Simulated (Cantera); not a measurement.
A Cantera script and its output.

```python
import numpy as np
import cantera as ct

gas = ct.Solution("gri30.yaml")
gas.TP = 300, 100000
flame = ct.CounterflowDiffusionFlame(gas, width=0.02)
flame.fuel_inlet.X, flame.fuel_inlet.T = {'CH4': 1, 'H2': 0.29}, 425
flame.oxidizer_inlet.X, flame.oxidizer_inlet.T = {'O2': 0.2, 'N2': 0.8}, 648
flame.set_refine_criteria(ratio=3, slope=0.12, curve=0.24, prune=0.03)
show = ['OH', 'H', 'NO', 'CO', 'C2H2']

rows = []
print(f"{'mdot':>8s}{'a_max':>10s}{'a_mean':>10s}{'Tmax/K':>9s}" + "".join(f"{s:>11s}" for s in show) + "   (peak mole fractions)")
for i, mdot in enumerate([0.6, 0.88, 1.3, 1.9, 2.7, 4, 5.8, 8.4, 12]):  # kg/m2/s on the oxidiser side
    flame.oxidizer_inlet.mdot, flame.fuel_inlet.mdot = mdot, 0.96 * mdot
    flame.solve(loglevel=0, auto=(i == 0))
    if flame.T.max() < max(425, 648) + 100:
        print(f"{mdot:8.3g}  no burning solution found from the previous one")
        break
    dT = np.abs(np.gradient(flame.T, flame.grid))
    rows.append([flame.strain_rate("max"), flame.strain_rate("mean"), flame.T.max(),
                 *(flame.X[gas.species_index(s)].max() for s in show), max(dT[0], dT[-1]) / dT.max()])
    print(f"{mdot:8.3g}{rows[-1][0]:10.1f}{rows[-1][1]:10.1f}{rows[-1][2]:9.1f}" + "".join(f"{x:11.3e}" for x in rows[-1][3:-1]))
```

It prints:

```
    mdot     a_max    a_mean   Tmax/K         OH          H         NO         CO       C2H2   (peak mole fractions)
     0.6     505.2     135.1   2141.9  1.006e-02  6.746e-03  2.342e-04  4.936e-02  1.154e-02
    0.88     724.4     198.1   2126.4  1.001e-02  7.186e-03  2.055e-04  4.886e-02  1.105e-02
     1.3    1048.5     292.6   2104.6  9.779e-03  7.556e-03  1.720e-04  4.839e-02  1.039e-02
     1.9    1507.1     427.7   2080.9  9.451e-03  7.867e-03  1.381e-04  4.827e-02  9.666e-03
     2.7    2111.2     607.8   2053.5  8.967e-03  8.029e-03  1.060e-04  4.837e-02  8.754e-03
       4    3079.6     900.4   2016.6  8.252e-03  8.012e-03  7.187e-05  4.881e-02  7.385e-03
     5.8    4388.1    1305.5   1968.6  7.242e-03  7.629e-03  4.229e-05  4.941e-02  5.634e-03
     8.4    6175.0    1890.8   1880.0  5.464e-03  6.301e-03  1.561e-05  4.911e-02  3.093e-03
      12  no burning solution found from the previous one
```

Computed with Cantera and GRI-Mech 3.0 (53 species, 325 reactions). GRI-Mech 3.0 has no aromatics or soot, which form on the fuel side of real flames. The maximum strain rate includes the flame's own expansion and is several times the mean. A flux with no burning solution from the previous one only brackets extinction.
